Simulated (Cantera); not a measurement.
Charge: 1 mol Cu, 0.58 mol H₂O, 5.2 mol N₂, at 5.10 bar.

Equilibrium computed with Cantera from the NASA thermochemical tables; the gas is ideal and each condensed phase is pure. Candidate condensed phases: Cu, CuO, Cu(OH)₂, Cu₂O, H₂O; 27 gas species. Equilibrium is a limit: real reactors are often held back by kinetics, nucleation or transport.

At 1775 K, list the 6 most abundant gas species with their mole fractions, and the condensed phases.

N₂ 0.899, H₂O 0.100, H₂ 0.000231, Cu 7.92e-5, NO 7.25e-5, O₂ 6.64e-5. Condensed: Cu(l).
